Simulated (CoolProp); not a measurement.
Model: reference Helmholtz-energy equation of state, Thol 2014, in CoolProp.

For chloromethane (R40), give the phase and the cp (kJ/(kg K)), speed of sound (m/s), isothermal compressibility (1/MPa), expansivity (1/kK) at 112.05 °C and 693 bar.


- 112.05 °C and 693 bar: liquid; cp 1.48, speed of sound 1040, isothermal compressibility 0.00168, expansivity 1.48
